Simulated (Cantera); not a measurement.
Cantera run:

```python
import numpy as np
import cantera as ct

gas_names = """
    Cu CuF CuF2 CuO Cu2 F FO FO2 F2 F2O H HF HOF HO2 H2 H2F2 H2O H2O2 H3F3 H4F4 H5F5 H6F6 H7F7 O OH O2
    O3
""".split()
cond_names = """
    Cu(cr) Cu(L) CuF2(s) CuF2(L) CuO(s) CuO2H2(s) Cu2O(s) Cu2O(L) H2O(s) H2O(L)
""".split()


# ... load() reads the species with a 1 bar reference pressure and builds the phases ...
atoms = {
    'CuF2': {'Cu': 1, 'F': 2},
    'O2': {'O': 2},
    'H2': {'H': 2},
}
top_T = {'CuO(s)': 1390}  # K; cautious upper limits of use, not melting points


# ... equilibrate(T, P, feed) seeds the gas with the atoms and calls Mixture.equilibrate('TP', solver="vcs", rtol=1e-11, max_steps=5000) ...
results = []
feed = {'CuF2': 1, 'O2': 6.1, 'H2': 6.4}  # mol
P = 133.322  # Pa
for T in [1048, 1098, 1148, 1198, 1248, 1298, 1348, 1398, 1448, 1498, 1548, 1598, 1648, 1698]:
    mix = equilibrate(T, P, feed)
    results.append((T, P, feed, dict(zip(mix.species_names, mix.species_moles))))

top = {s: max(r[3][s] / sum(r[3][g] for g in gas_names) for r in results) for s in gas_names}
cols = sorted((s for s in top if top[s] > 0.001), key=lambda s: -top[s])[:8]
seen = [c for c in cond_names if any(r[3].get(c, 0) > 1e-12 for r in results)]
print("log10 of partial pressures in bar; condensed amounts in mol")
print(f"{'T/K':>10s}" + "".join(f"{s[:9]:>10s}" for s in cols + seen))
for T, P, feed, n in results:
    ng = sum(n[g] for g in gas_names)
    print(f"{T:10.4g}" + "".join(f"{np.log10(max(n[s] / ng * P / 1e5, 1e-99)):10.3f}" for s in cols)
          + "".join(f"{n.get(c, 0):10.4g}" for c in seen))
```

Result:

```
log10 of partial pressures in bar; condensed amounts in mol
       T/K       H2O        O2        HF        Cu       CuF        OH     Cu(L)   Cu2O(s)   Cu2O(L)
      1048    -3.166    -3.400    -3.597   -11.454    -8.244    -8.314         0       0.5         0
      1098    -3.166    -3.400    -3.597   -10.509    -7.755    -7.945         0    0.4999         0
      1148    -3.166    -3.400    -3.597    -9.647    -7.310    -7.608         0    0.4998         0
      1198    -3.166    -3.400    -3.598    -8.859    -6.904    -7.299         0    0.4995         0
      1248    -3.166    -3.400    -3.598    -8.134    -6.532    -7.015         0    0.4988         0
      1298    -3.166    -3.400    -3.599    -7.467    -6.190    -6.753         0    0.4973         0
      1348    -3.166    -3.400    -3.600    -6.851    -5.876    -6.510         0    0.4942         0
      1398    -3.166    -3.401    -3.602    -6.279    -5.586    -6.284         0    0.4876         0
      1448    -3.166    -3.401    -3.607    -5.748    -5.320    -6.074         0    0.4738         0
      1498    -3.168    -3.403    -3.616    -5.254    -5.076    -5.879         0    0.4441         0
      1548    -3.171    -3.405    -3.630    -4.814    -4.876    -5.698         0         0    0.3841
      1598    -3.180    -3.410    -3.653    -4.416    -4.710    -5.532         0         0    0.2597
      1648    -3.199    -3.414    -3.684    -4.102    -4.620    -5.381    0.1043         0         0
      1698    -3.207    -3.419    -3.680    -4.024    -4.722    -5.234         0         0         0
```

Equilibrium computed with Cantera from the NASA thermochemical tables; the gas is ideal and each condensed phase is pure.
